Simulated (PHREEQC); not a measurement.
Model water analysis in mg/L, 25 °C, pH 6.54, pe -0.8:

```json
[
 {"constituent": "Na", "mg/L": "0.823"},
 {"constituent": "K", "mg/L": "0.000454"},
 {"constituent": "Ca", "mg/L": "2.15"},
 {"constituent": "Mg", "mg/L": "0.0926"},
 {"constituent": "Cl", "mg/L": "2.1"},
 {"constituent": "S(6) as SO4", "mg/L": "1.36"},
 {"constituent": "Alkalinity as HCO3", "mg/L": "3.81"},
 {"constituent": "Mn(2)", "mg/L": "0.00111"},
 {"constituent": "Si as SiO2", "mg/L": "0.0379"},
 {"constituent": "Ba", "mg/L": "0.17"},
 {"constituent": "Sr", "mg/L": "0.0992"},
 {"constituent": "Fe(2)", "mg/L": "0.0213"},
 {"constituent": "Zn", "mg/L": "0.00101"}
]
```

Valence states are taken as typed.

The numbers come from PHREEQC with the ion-association model, phreeqc.dat.

| quantity | before | after |
|---|---|---|
| CaSO4 (mol/kgw) | 1.16e-7 | 4.35e-7 |
| CaHCO3+ (mol/kgw) | 3.99e-8 | 1.54e-7 |
| MgSO4 (mol/kgw) | 1.09e-8 | 4.06e-8 |
| SI of Quartz (SiO2) | -2.22 | -1.92 |

Question: Name the change that produced these shifts.
(A) all concentrations times 2 at the same typed pH
(B) pH from 6.54 to 7.04 at the same alkalinity
(C) temperature from 25 to 35 °C at the same typed pH
(D) pH from 6.54 to 6.84 at the same alkalinity

Answer: A, all concentrations times 2 at the same typed pH

No solid was allowed to form.
